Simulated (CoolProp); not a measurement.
Vapour-liquid equilibrium of CHF3 (R23) (1) + R22 (2) at 215.4 K; x and y are mole fractions of (1).

Model: multi-fluid Helmholtz-energy mixture model, Penoncello 2003 and Kamei 1995; pair parameters Bell 2016, in CoolProp.

Problem. Give the bubble pressure and the first vapour's composition at x = 0.05, 0.65, 0.95. Is there an azeotrope?

Solution. x = 0.05: 0.06232 MPa, y = 0.344; x = 0.65: 0.2509 MPa, y = 0.924; x = 0.95: 0.3302 MPa, y = 0.989. No azeotrope shows between x = 0.05 and 0.95.

Pair parameters are fitted to limited data, so mixtures are less certain than the pure fluids.
